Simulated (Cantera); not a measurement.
A Cantera script and what it prints.

```python
import numpy as np
import cantera as ct

gas_names = """
    CL CLO CL2 O O2 O3 Si SiCL SiCL2 SiCL3 SiCL4 SiO SiO2 Si2 Si3
""".split()
cond_names = """
    Si(cr) Si(L) SiO2(Lqz) SiO2(hqz) SiO2(L)
""".split()


def load(file, names, dense=False):
    # The tables refer to 1 bar. Condensed volumes are neglected.
    table = {s.name: s for s in ct.Species.list_from_file(file)}
    out = []
    for n in names:
        d = dict(table[n].input_data)
        d["thermo"] = dict(d["thermo"], **{"reference-pressure": 1e5})
        if dense:
            d["equation-of-state"] = {"model": "constant-volume", "density": "1e6 g/cm^3"}
        out.append(ct.Species.from_dict(d))
    return out


gas = ct.Solution(thermo="ideal-gas", species=load("nasa_gas.yaml", gas_names))
cond = {s.name: ct.Solution(thermo="fixed-stoichiometry", species=[s], name=s.name)
        for s in load("nasa_condensed.yaml", cond_names, dense=True)}
atoms = {
    'SiO2': {'Si': 1, 'O': 2},
    'SiCl4': {'Si': 1, 'CL': 4},
    'O2': {'O': 2},
}
top_T = {}  # K; cautious upper limits of use, not melting points


def equilibrate(T, P, feed):
    n = {}
    for name, mol in feed.items():
        for a, k in atoms[name].items():
            n[a] = n.get(a, 0.0) + k * mol
    gas.TPX = T, P, n
    mass = sum(n.values()) * gas.mean_molecular_weight
    gas.equilibrate("TP")
    valid = [c for c in cond.values() if c.min_temp <= T <= top_T.get(c.name, c.max_temp)]
    mix = ct.Mixture([(gas, mass / gas.mean_molecular_weight)] + [(c, 0.0) for c in valid])
    mix.T, mix.P = T, P
    mix.equilibrate("TP", solver="vcs", rtol=1e-11, max_steps=5000)
    return mix


results = []
feed = {'SiO2': 1, 'SiCl4': 4.4, 'O2': 3.9}  # mol
P = 83000  # Pa
for T in [600, 700, 800, 900, 1000, 1100, 1200, 1300, 1400, 1500, 1600, 1700, 1800, 1900]:
    mix = equilibrate(T, P, feed)
    results.append((T, P, feed, dict(zip(mix.species_names, mix.species_moles))))
    x = sorted(zip(gas.X, gas.species_names), reverse=True)
    print(f"T = {T:g} K  P = {P:g} Pa  gas = {mix.phase_moles(0):.4g} mol")
    print("   x: " + "  ".join(f"{s} {v:.3e}" for v, s in x if v > 0.001))
    print("   condensed (mol): " + ("  ".join(f"{mix.phase(i).name} {mix.phase_moles(i):.4g}"
          for i in range(1, mix.n_phases) if mix.phase_moles(i) > 1e-12) or "none"))
```

Result:

```
T = 600 K  P = 83000 Pa  gas = 8.3 mol
   x: CL2 9.398e-01  SiCL4 6.024e-02
   condensed (mol): SiO2(Lqz) 4.9
T = 700 K  P = 83000 Pa  gas = 8.3 mol
   x: CL2 9.398e-01  SiCL4 6.024e-02
   condensed (mol): SiO2(Lqz) 4.9
T = 800 K  P = 83000 Pa  gas = 8.3 mol
   x: CL2 9.397e-01  SiCL4 6.024e-02
   condensed (mol): SiO2(Lqz) 4.9
T = 900 K  P = 83000 Pa  gas = 8.3 mol
   x: CL2 9.397e-01  SiCL4 6.024e-02
   condensed (mol): SiO2(hqz) 4.9
T = 1000 K  P = 83000 Pa  gas = 8.302 mol
   x: CL2 9.394e-01  SiCL4 6.023e-02
   condensed (mol): SiO2(hqz) 4.9
T = 1100 K  P = 83000 Pa  gas = 8.307 mol
   x: CL2 9.382e-01  SiCL4 6.019e-02  CL 1.611e-03
   condensed (mol): SiO2(hqz) 4.9
T = 1200 K  P = 83000 Pa  gas = 8.321 mol
   x: CL2 9.349e-01  SiCL4 6.009e-02  CL 5.016e-03
   condensed (mol): SiO2(hqz) 4.9
T = 1300 K  P = 83000 Pa  gas = 8.355 mol
   x: CL2 9.270e-01  SiCL4 5.985e-02  CL 1.311e-02
   condensed (mol): SiO2(hqz) 4.9
T = 1400 K  P = 83000 Pa  gas = 8.425 mol
   x: CL2 9.109e-01  SiCL4 5.935e-02  CL 2.978e-02
   condensed (mol): SiO2(hqz) 4.9
T = 1500 K  P = 83000 Pa  gas = 8.558 mol
   x: CL2 8.813e-01  CL 6.020e-02  SiCL4 5.844e-02
   condensed (mol): SiO2(hqz) 4.9
T = 1600 K  P = 83000 Pa  gas = 8.783 mol
   x: CL2 8.329e-01  CL 1.101e-01  SiCL4 5.695e-02
   condensed (mol): SiO2(hqz) 4.9
T = 1700 K  P = 83000 Pa  gas = 9.141 mol
   x: CL2 7.611e-01  CL 1.840e-01  SiCL4 5.476e-02
   condensed (mol): SiO2(L) 4.899
T = 1800 K  P = 83000 Pa  gas = 9.667 mol
   x: CL2 6.651e-01  CL 2.828e-01  SiCL4 5.183e-02
   condensed (mol): SiO2(L) 4.898
T = 1900 K  P = 83000 Pa  gas = 10.39 mol
   x: CL2 5.496e-01  CL 4.016e-01  SiCL4 4.824e-02
   condensed (mol): SiO2(L) 4.897
```

Cantera equilibrium calculation (NASA polynomials, part measured and part estimated; ideal gas, pure solids and liquids). The tables' values for SiCl3 are old estimates; treat these amounts as uncertain. The tables hold silica as quartz up to 1696 K and as liquid above; real silica turns to tridymite and cristobalite and melts near 1996 K.
